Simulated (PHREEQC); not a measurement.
A solution holds 0.013 mol Cu(NO3)2, 0.033 mol HBF4 and 1.7 mol NaCl per kg of water, at 25 °C. Closed to the air; pH follows from the charge balance.

All values are PHREEQC results (ion-association model, phreeqc.dat), not measurements.

Each row changes one thing in this solution. This is a speciation only: nothing precipitates in the calculation.

| case | pH | BF4- (mol/kgw) | Cu+2 (mol/kgw) | HF (mol/kgw) | CuCl+ (mol/kgw) | H3BO3 (mol/kgw) | SI of Halite (NaCl) |
|---|---|---|---|---|---|---|---|
| as made | 1.63 | 0.0304 | 0.00646 | 0.00619 | 0.00543 | 0.00135 | -1.44 |
| 0.017 mol/kgw HCl added | 1.45 | 0.0304 | 0.00643 | 0.00670 | 0.00545 | 0.00147 | -1.44 |
| Cu(NO3)2 from 0.013 to 0.0143 mol/kgw | 1.63 | 0.0304 | 0.00711 | 0.00619 | 0.00597 | 0.00135 | -1.44 |
| Cu(NO3)2 from 0.013 to 0.0195 mol/kgw | 1.63 | 0.0304 | 0.00971 | 0.00618 | 0.00813 | 0.00135 | -1.44 |
| diluted 5-fold with water | 2.30 | 0.00496 | 0.00204 | 0.00409 | 0.000514 | 0.00111 | -2.82 |
| Cu(NO3)2 from 0.013 to 0.0065 mol/kgw | 1.63 | 0.0304 | 0.00322 | 0.00621 | 0.00272 | 0.00135 | -1.44 |
| HBF4 from 0.033 to 0.0363 mol/kgw | 1.59 | 0.0336 | 0.00646 | 0.00645 | 0.00543 | 0.00139 | -1.44 |
| temperature from 25 to 50 °C | 1.64 | 0.0295 | 0.00322 | 0.00934 | 0.00782 | 0.00206 | -1.48 |

The ionic strength passes 0.7 mol/kgw, the rough limit of the ion-association models, in as made; 0.017 mol/kgw HCl added; Cu(NO3)2 from 0.013 to 0.0143 mol/kgw; Cu(NO3)2 from 0.013 to 0.0195 mol/kgw; Cu(NO3)2 from 0.013 to 0.0065 mol/kgw; HBF4 from 0.033 to 0.0363 mol/kgw; temperature from 25 to 50 °C. Away from 25 °C the constants follow the database's enthalpies or fits; those with neither stay at their 25 °C values. Real BF4- forms and hydrolyses slowly; the run takes it at equilibrium.
